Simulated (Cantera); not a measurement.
## Calcination and drying: MgSO4 + H2

Feed: 1 mol MgSO4, a varied amount of H2, equilibrated at 1025 K and 1880 Torr.

Equilibrium computed with Cantera from the NASA thermochemical tables; the gas is ideal and each condensed phase is pure. Candidate condensed phases: H2O, H2SO4, Mg, MgO, Mg(OH)2, MgS, MgSO4, S; 26 gas species. Mutual solubility and eutectic melting of coexisting phases are not modelled. Gases not in the tables: S3 to S7. Kinetics and transport are ignored.

From 0.064 mol H2 to 0.88 mol H2 the condensed part is MgO(s) + MgSO4(s). From 1.3 mol H2 to 5.8 mol H2 the condensed part is MgO(s).

```csv
n(H2) (mol),x H2O,x SO2,x H2,x H2S,x S2,x S2O,x SO,n MgO(s),n MgSO4(s)
0.064,0.500,0.500,1.33e-5,9.26e-8,1.77e-9,1.40e-8,3.44e-7,0.0640,0.936
0.093,0.500,0.500,1.33e-5,9.26e-8,1.77e-9,1.40e-8,3.44e-7,0.0930,0.907
0.14,0.500,0.500,1.33e-5,9.26e-8,1.77e-9,1.40e-8,3.44e-7,0.140,0.860
0.2,0.500,0.500,1.33e-5,9.26e-8,1.77e-9,1.40e-8,3.44e-7,0.200,0.800
0.29,0.500,0.500,1.33e-5,9.26e-8,1.77e-9,1.40e-8,3.44e-7,0.290,0.710
0.42,0.500,0.500,1.33e-5,9.26e-8,1.77e-9,1.40e-8,3.44e-7,0.420,0.580
0.61,0.500,0.500,1.33e-5,9.26e-8,1.77e-9,1.40e-8,3.44e-7,0.610,0.390
0.88,0.500,0.500,1.33e-5,9.26e-8,1.77e-9,1.40e-8,3.44e-7,0.880,0.120
1.3,0.566,0.394,0.000946,0.0203,0.0169,0.00213,1.69e-5,1.00,0
1.9,0.661,0.237,0.00176,0.0576,0.0394,0.00311,1.62e-5,1.00,0
2.7,0.733,0.103,0.00310,0.111,0.0474,0.00236,1.12e-5,1.00,0
4,0.741,0.00127,0.0173,0.233,0.00667,6.01e-5,7.62e-7,1.00,0
5.8,0.517,7.91e-8,0.310,0.172,1.13e-5,3.98e-9,1.22e-9,1.00,0
```
x: gas mole fraction; n: condensed amount in mol.
